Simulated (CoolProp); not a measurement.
The fluid at 293.15 K and 0.158 MPa expands adiabatically to 0.0186 MPa with isentropic efficiency 1. The same conditions are run with several fluids, on thermodynamics alone (safety and materials aside).

The numbers come from the reference Helmholtz-energy equation of state of each fluid (R236FA: Pan 2012; sulfur hexafluoride: Guder 2009; chlorine: Thol 2021; R143a: Lemmon and Jacobsen 2000) in CoolProp.

**Question.** Rank R236FA, sulfur hexafluoride, chlorine, R143a by work (kJ/kg), highest first.

**Answer.** chlorine (57.5), R143a (54.0), sulfur hexafluoride (32.1), R236FA (30.8)

```csv
fluid,final temperature (K),final phase,final density (kg/m³)
R236FA,250.0,gas,1.38
sulfur hexafluoride,239.1,gas,1.37
chlorine,206.6,"two-phase, vapour fraction 0.937",0.825
R143a,227.0,gas,0.836
```
